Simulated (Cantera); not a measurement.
Input: 1 mol HMDSO, 0.14 mol O3, equilibrated at 1175 K and 0.000800 bar.

Method: chemical equilibrium by Gibbs-energy minimisation in Cantera with the NASA 1993 tables (ideal gas, pure condensed phases). Candidate condensed phases: C, C6H6, C7H8, C8H18, H2O, Si, SiC, SiO2; 123 gas species. The feed counts by its element totals alone. Mutual solubility and eutectic melting of coexisting phases are not modelled. The tables hold silica as quartz up to 1696 K and as liquid above; real silica turns to tridymite and cristobalite and melts near 1996 K. Equilibrium is a limit: real reactors are often held back by kinetics, nucleation or transport.

Base state: H2 0.964, CO 0.0357, CH4 1.42e-5, SiO 1.22e-5 (mole fractions); condensed: C(graphite) + SiC(s) + SiO2(β-quartz).

### Question
What changes in the equilibrium state with this change: O3 from 0.14 to 8.1 mol?

### Answer
```tsv
species	before	after
H2O	9.55e-7	0.594
CO2	2.77e-8	0.396
O2	<1e-9	0.00990
H2	0.964	1.58e-6
CO	0.0357	1.35e-6
SiO	1.22e-5	<1e-9
OH	<1e-9	1.43e-5
CH4	1.42e-5	<1e-9
C(graphite), mol	4.21	0
SiC(s), mol	1.46	0
SiO2(β-quartz), mol	0.543	2.00
```
